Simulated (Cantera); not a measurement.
A Cantera script and its output.

```python
import numpy as np
import cantera as ct

gas = ct.Solution("gri30.yaml")
gas.TPX = 1048, 13332, {'H2': 1.8, 'O2': 1, 'N2': 7}
reactor = ct.IdealGasConstPressureReactor(gas, energy="off", clone=False)
net = ct.ReactorNet([reactor])
net.rtol, net.atol = 1e-08, 1e-18
show = ['H2', 'O2', 'NO', 'H2O2', 'H', 'OH', 'O']
times = np.geomspace(8e-06, 10, 9)

steps = ct.SolutionArray(gas, extra=["t"])
rows = []
print(f"{'t/s':>10s}{'T/K':>9s}{'P/Pa':>11s}" + "".join(f"{s:>11s}" for s in show))
for t in times:
    while net.time < t:
        t_next = net.step()
        steps.append(gas.state, t=t_next)
    rows.append([np.interp(t, steps.t, y) for y in (steps.T, steps.P, *steps(*show).X.T)])
    print(f"{t:10.3e}{rows[-1][0]:9.1f}{rows[-1][1]:11.4g}" + "".join(f"{x:11.3e}" for x in rows[-1][2:]))
rate = np.gradient(steps.T, steps.t)
print("integrator steps:", len(steps.t))
if steps.T.max() > steps.T[0] + 200:
    print(f"time of steepest temperature rise: {steps.t[rate.argmax()]:.4e} s")
gas.TPX = 1048, 13332, {'H2': 1.8, 'O2': 1, 'N2': 7}
gas.equilibrate("TP")
print(f"equilibrium (TP): T = {gas.T:.1f} K  " + "  ".join(f"{s} {gas[s].X[0]:.3e}" for s in show))
```

Result:

```
       t/s      T/K       P/Pa         H2         O2         NO       H2O2          H         OH          O
 8.000e-06   1048.0  1.333e+04  1.837e-01  1.020e-01  1.184e-25  6.745e-15  5.032e-11  1.117e-12  1.804e-12
 4.626e-05   1048.0  1.333e+04  1.837e-01  1.020e-01  2.005e-23  2.290e-13  3.659e-10  1.462e-11  3.537e-11
 2.675e-04   1048.0  1.333e+04  1.837e-01  1.020e-01  2.112e-20  1.038e-11  2.350e-08  1.058e-09  2.746e-09
 1.547e-03   1048.0  1.333e+04  2.808e-02  3.526e-02  1.706e-06  4.437e-07  5.608e-02  1.980e-03  5.732e-03
 8.944e-03   1048.0  1.333e+04  2.360e-03  1.244e-02  4.216e-06  6.693e-07  9.582e-04  3.443e-04  2.038e-04
 5.172e-02   1048.0  1.333e+04  1.012e-04  1.127e-02  4.217e-06  3.075e-07  6.010e-06  5.452e-05  6.122e-06
 2.991e-01   1048.0  1.333e+04  3.202e-06  1.123e-02  4.178e-06  3.308e-08  4.279e-08  1.128e-05  2.328e-07
 1.729e+00   1048.0  1.333e+04  1.749e-07  1.123e-02  4.203e-06  3.576e-09  7.973e-10  3.249e-06  1.899e-08
 1.000e+01   1048.0  1.333e+04  2.078e-08  1.123e-02  4.221e-06  5.279e-10  3.750e-11  1.197e-06  2.584e-09
integrator steps: 2104
equilibrium (TP): T = 1048.0 K  H2 1.803e-09  O2 1.123e-02  NO 1.203e-05  H2O2 3.963e-11  H 9.043e-13  OH 3.195e-07  O 1.848e-10
```

Detailed kinetics in Cantera: GRI-Mech 3.0 (53 species, 325 reactions). Radical loss at walls, strong at low pressure, is not modelled. The temperature is held fixed by assumption; the heat of reaction is taken as removed at once.
